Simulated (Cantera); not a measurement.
A closed system holds: 1 mol Mg(OH)2, 0.24 mol C, 0.28 mol H2, held at 1877 °C.

Method: chemical equilibrium by Gibbs-energy minimisation in Cantera with the NASA 1993 tables (ideal gas, pure condensed phases). Candidate condensed phases: C, C6H6, C7H8, C8H18, H2O, Mg, MgCO3, MgO, Mg(OH)2; 116 gas species. The numbers say what is thermodynamically allowed, not how fast it happens.

**Question.** Which condensed phases are stable at each of these points (P (Pa)): 10, 68, 460, 3200, 22000, 150000, 1000000?

**Answer.** 
| P (Pa) | condensed phases | Mg condensed (%) |
|---|---|---|
| 10 | gas only | 0.0 |
| 68 | MgO(s) | 84.8 |
| 460 | MgO(s) | 97.1 |
| 3200 | MgO(s) | 99.5 |
| 22000 | MgO(s) | 99.9 |
| 150000 | MgO(s) | 100.0 |
| 1000000 | MgO(s) | 100.0 |

At 10.0 Pa nothing is condensed. From 68.0 Pa to 10.0 bar the condensed part is MgO(s).
